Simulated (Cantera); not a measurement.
Charge: 1 mol C₃H₈, 0.05 mol O₂, 2.2 mol N₂, 0.13 mol NH₃, equilibrated at 1975 °C and 970000 Pa.

Method: chemical equilibrium by Gibbs-energy minimisation in Cantera with the NASA 1993 tables (ideal gas, pure condensed phases). Candidate condensed phases: C, C₆H₆, C₇H₈, C₈H₁₈, H₂O; 136 gas species. Kinetics and transport are ignored.

Base state: H₂ 0.626, N₂ 0.337, HCN 0.0161, CO 0.0152, C₂H₂ (acetylene) 0.00207, H 0.00187, HNC 0.00136, CH₄ 0.000903 (mole fractions); condensed: C(graphite).

Problem. What changes in the equilibrium state with this change: O₂ from 0.05 to 0.022 mol?

Solution. 
| species | before | after |
|---|---|---|
| H₂ | 0.626 | 0.631 |
| N₂ | 0.337 | 0.339 |
| HCN | 0.0161 | 0.0162 |
| CO | 0.0152 | 0.00676 |
| NH₃ | 3.88e-5 | 3.95e-5 |
| CH₄ | 0.000903 | 0.000918 |
| C(graphite), mol | 2.75 | 2.81 |
